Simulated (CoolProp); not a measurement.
Vapour-liquid equilibrium of m-xylene (1) + n-decane (2) at 0.00034 MPa; x and y are mole fractions of (1).

Model: multi-fluid Helmholtz-energy mixture model, Zhou 2012 and Lemmon 2006; pair parameters Bell 2016, in CoolProp.

| x | bubble temperature, mixture model (K) | bubble temperature, Raoult's law (K) | y, mixture model | y, Raoult's law |
|---|---|---|---|---|
| 0.05 | 303.5 | 304.2 | 0.266 | 0.231 |
| 0.2 | ? | 296.8 | 0.637 | 0.609 |
| 0.35 | ? | 291.6 | 0.789 | 0.781 |
| 0.5 | 287.1 | 287.7 | 0.873 | 0.875 |
| 0.65 | 284.3 | 284.6 | 0.926 | 0.931 |
| 0.8 | 281.9 | 282.0 | 0.964 | 0.968 |
| 0.95 | 279.8 | 279.8 | ? | 0.993 |

Task: Complete the blanks.

Result: 
- 0.2, bubble temperature, mixture model (K): 295.6
- 0.35, bubble temperature, mixture model (K): 290.7
- 0.95, y, mixture model: 0.992

The largest gap from Raoult's law is -1.2 K in bubble temperature, at x = 0.2. No azeotrope shows between x = 0.05 and 0.95.

The pair parameters rest on a limited set of measurements; away from them the model extrapolates.
